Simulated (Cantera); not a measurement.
Charge: 1 mol B2H6, 4.6 mol H2O, held at 652 °C and 32.0 mbar.

Cantera equilibrium calculation (NASA polynomials, part measured and part estimated; ideal gas, pure solids and liquids). Candidate condensed phases: B, B2O3, B3O3H3, H2O; 23 gas species. The feed counts by its element totals alone. Gases not in the tables: H3BO3. Rates play no part.

Base state: H2 0.790, H2O 0.210, (HBO2)3 0.000716, HBO2 1.22e-5 (mole fractions); condensed: B2O3(l).

Problem. What changes in the equilibrium state with this change: pressure from 32.0 mbar to 1.00 bar?

Solution. 
| species | before | after |
|---|---|---|
| H2 | 0.790 | 0.791 |
| H2O | 0.210 | 0.205 |
| (HBO2)3 | 0.000716 | 0.00388 |
| HBO2 | 1.22e-5 | 2.16e-6 |
| B2O3(l), mol | 0.992 | 0.956 |
